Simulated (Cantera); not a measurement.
# Catalytic stagnation flow on Pt

A jet of 7.88 % CH₄, 17.1 % O₂, 75.0 % N₂ at 300 K and 39.0 Torr hits a platinum plate 7.3 cm away at a mass flux of 0.099 kg/m²/s; the plate temperature is set and raised in steps from an oxygen-covered start.

Detailed kinetics in Cantera: Deutschmann's 1995 Pt surface mechanism with GRI-Mech 3.0 gas chemistry. Catalytic surfaces can have several steady states; this one follows from the mechanism file's or the stated starting coverage.

| plate T (K) | wall x CH₄ | wall x O₂ | wall x H₂O | wall x OH | wall x CO | wall x CO₂ | θ free Pt | θ O* | θ OH* |
|---|---|---|---|---|---|---|---|---|---|
| 900 | 0.0575 | 0.125 | 0.0404 | 4.67e-8 | 2.35e-5 | 0.0264 | 0.229 | 0.770 | 0.00128 |
| 950 | 0.0453 | 0.0987 | 0.0630 | 1.56e-7 | 2.65e-5 | 0.0415 | 0.312 | 0.686 | 0.00144 |
| 1000 | 0.0345 | 0.0758 | 0.0830 | 4.38e-7 | 2.86e-5 | 0.0548 | 0.402 | 0.597 | 0.00146 |
| 1050 | 0.0264 | 0.0587 | 0.0978 | 1.06e-6 | 3.08e-5 | 0.0648 | 0.491 | 0.508 | 0.00136 |
| 1100 | 0.0208 | 0.0470 | 0.108 | 2.27e-6 | 3.39e-5 | 0.0716 | 0.576 | 0.423 | 0.00122 |
| 1150 | 0.0170 | 0.0391 | 0.115 | 4.46e-6 | 3.88e-5 | 0.0761 | 0.652 | 0.347 | 0.00105 |
x: mole fraction at the wall; θ: surface coverage.
